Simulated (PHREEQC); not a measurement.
A solution holds 0.0035 mol H2SO4, 0.0047 mol KNO3 and 1.3e-05 mol CO2 per kg of water, at 25 °C. Closed to the air; pH follows from the charge balance.

Computed with PHREEQC (ion-association model, phreeqc.dat).

```json
{
 "pH": "2.26",
 "ionic_strength": "0.0132 mol/kgw",
 "specific_conductance": "2970 µS/cm",
 "total_alkalinity": "-7.00 meq/kg"
}
```

```csv
species,molality,activity,log γ
H+,0.00605,0.00547,-0.044
NO3-,0.00470,0.00416,-0.053
K+,0.00465,0.00413,-0.052
SO4-2,0.00250,0.00159,-0.198
HSO4-,0.000948,0.000844,-0.051
KSO4-,5.15e-5,4.60e-5,-0.049
CO2,1.30e-5,1.30e-5,0.001
HCO3-,1.18e-9,1.06e-9,-0.049
```

This is a speciation only: nothing precipitates in the calculation.
